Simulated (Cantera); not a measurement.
A closed system holds: 1 mol SiH₂Cl₂, 5.1 mol N₂, 1.1 mol H₂, equilibrated at 1548.15 K.

These are equilibrium values from Cantera (NASA tables, ideal gas, pure condensed phases), not measurements of a reactor. Candidate condensed phases: NH₄Cl, Si, Si₃N₄; 28 gas species. The tables' values for SiCl₃, SiCl are old estimates; treat these amounts as uncertain. Rates play no part.

x: gas mole fraction; n: condensed amount in mol.

```
P (Pa)   x N₂   x H₂   x HCl  x SiCl₂  x SiCl₄  n Si(s)  n Si₃N₄(s)
------  -----  -----  ------  -------  -------  -------  ----------
5       0.621  0.218  0.0741   0.0840      [?]    0.300           0
26      0.611  0.222  0.0821   0.0833      [?]        0       0.110
140     0.607  0.206   0.121   0.0642      [?]        0       0.161
710     0.602  0.189   0.163   0.0428      [?]        0       0.215
3700    0.598  0.176   0.197   0.0226      [?]        0       0.261
19000   0.598  0.170   0.214  0.00927      [?]        0       0.288
100000  0.599  0.171   0.216  0.00309      [?]        0       0.296
```

What belongs in the gaps?


- 5, x SiCl₄: 1.01e-6
- 26, x SiCl₄: 6.28e-6
- 140, x SiCl₄: 6.15e-5
- 710, x SiCl₄: 0.000406
- 3700, x SiCl₄: 0.00176
- 19000, x SiCl₄: 0.00454
- 100000, x SiCl₄: 0.00805
